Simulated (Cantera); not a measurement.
A perfectly stirred reactor is fed with H2 : O2 : N2 = 1.4 : 1 : 10 (molar parts), equivalence ratio 0.70, at 0.410 bar; it is held at 923 K, and followed from long to short residence time.

Cantera simulation using GRI-Mech 3.0 (53 species, 325 reactions); the numbers are that mechanism's predictions, not measurements. Below about 950 K walls govern HO2 and H2O2 in real vessels. The temperature is held fixed by assumption; the heat of reaction is taken as removed at once.

One state of this run: x H2 = 0.0113; x O2 = 0.0311; x NO = 9.71e-10; x OH = 1.26e-6; x H2O2 = 2.20e-5. x: mole fraction; the columns are a selection and need not sum to one.

**Question.** Which value of τ (s) does it belong to?
A) 0.0033
B) 4.6
C) 1.4
D) 0.00099

**Answer.** C, 1.4
